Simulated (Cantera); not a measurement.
# Moist CO burnout

An isothermal, constant-pressure homogeneous reactor starts with 0.281 % CO, 2.90 % O₂, 0.0300 % H₂O, 96.8 % N₂, equivalence ratio 0.048, at 1425 K and 3.26 atm.

Detailed kinetics in Cantera: GRI-Mech 3.0 (53 species, 325 reactions).

```json
[
 {"t (s)": "2.00e-6", "x CO": "0.00281", "x O₂": "0.0290", "x H₂O": "0.000300", "x OH": "3.40e-12", "x O": "5.29e-10", "x NO₂": "<1e-12"},
 {"t (s)": "6.02e-6", "x CO": "0.00281", "x O₂": "0.0290", "x H₂O": "0.000300", "x OH": "1.36e-11", "x O": "1.59e-9", "x NO₂": "<1e-12"},
 {"t (s)": "1.81e-5", "x CO": "0.00281", "x O₂": "0.0290", "x H₂O": "0.000300", "x OH": "7.13e-11", "x O": "4.77e-9", "x NO₂": "<1e-12"},
 {"t (s)": "5.45e-5", "x CO": "0.00281", "x O₂": "0.0290", "x H₂O": "0.000300", "x OH": "4.74e-10", "x O": "1.43e-8", "x NO₂": "<1e-12"},
 {"t (s)": "0.000164", "x CO": "0.00281", "x O₂": "0.0290", "x H₂O": "0.000300", "x OH": "3.55e-9", "x O": "4.50e-8", "x NO₂": "<1e-12"},
 {"t (s)": "0.000494", "x CO": "0.00281", "x O₂": "0.0290", "x H₂O": "0.000300", "x OH": "3.49e-8", "x O": "2.21e-7", "x NO₂": "<1e-12"},
 {"t (s)": "0.00149", "x CO": "0.00279", "x O₂": "0.0290", "x H₂O": "0.000299", "x OH": "1.95e-6", "x O": "9.73e-6", "x NO₂": "<1e-12"},
 {"t (s)": "0.00447", "x CO": "0.00163", "x O₂": "0.0284", "x H₂O": "0.000286", "x OH": "2.20e-5", "x O": "0.000127", "x NO₂": "4.72e-9"},
 {"t (s)": "0.0135", "x CO": "0.000377", "x O₂": "0.0278", "x H₂O": "0.000293", "x OH": "1.22e-5", "x O": "3.40e-5", "x NO₂": "3.54e-8"},
 {"t (s)": "0.0405", "x CO": "4.49e-5", "x O₂": "0.0277", "x H₂O": "0.000297", "x OH": "5.71e-6", "x O": "5.76e-6", "x NO₂": "5.79e-8"},
 {"t (s)": "0.122", "x CO": "2.82e-6", "x O₂": "0.0277", "x H₂O": "0.000299", "x OH": "2.42e-6", "x O": "8.54e-7", "x NO₂": "3.46e-8"},
 {"t (s)": "0.367", "x CO": "1.01e-7", "x O₂": "0.0277", "x H₂O": "0.000300", "x OH": "1.12e-6", "x O": "1.73e-7", "x NO₂": "1.27e-8"},
 {"t (s)": "1.10", "x CO": "1.41e-8", "x O₂": "0.0277", "x H₂O": "0.000300", "x OH": "9.66e-7", "x O": "1.28e-7", "x NO₂": "1.02e-8"},
 {"t (s)": "3.32", "x CO": "1.40e-8", "x O₂": "0.0277", "x H₂O": "0.000300", "x OH": "9.66e-7", "x O": "1.28e-7", "x NO₂": "1.02e-8"},
 {"t (s)": "10.0", "x CO": "1.40e-8", "x O₂": "0.0277", "x H₂O": "0.000300", "x OH": "9.66e-7", "x O": "1.28e-7", "x NO₂": "1.04e-8"}
]
```
x: mole fraction; the columns are a selection and need not sum to one.

Equilibrium at this temperature and pressure: CO 1.41e-8, O₂ 0.0275, H₂O 0.000300, OH 9.65e-7, O 1.27e-7, NO₂ 1.50e-6 (gas phase only).
